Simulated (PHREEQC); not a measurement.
Consider water at 20 °C with 0.045 mol/kgw ZnCl2 and 0.11 mol/kgw NaCl. Closed to the air; pH follows from the charge balance.

All values are PHREEQC results (ion-association model, phreeqc.dat), not measurements.

| quantity | before | after |
|---|---|---|
| pH | 5.16 | 5.75 |
| Zn+2 (mol/kgw) | 0.0397 | 0.00439 |
| ZnCl+ (mol/kgw) | 0.00470 | 0.000105 |
| ZnCl2 (mol/kgw) | 0.000443 | 1.58e-6 |
| ZnCl3- (mol/kgw) | 9.85e-5 | 3.43e-8 |
| SI of Halite (NaCl) | -3.52 | -5.36 |

Question: Name the change that produced these shifts.
(A) diluted 10-fold with water
(B) temperature from 20 to 35 °C
(C) diluted 5-fold with water
(D) NaCl from 0.11 to 0.55 mol/kgw

Answer: A, diluted 10-fold with water

This is a speciation only: nothing precipitates in the calculation.
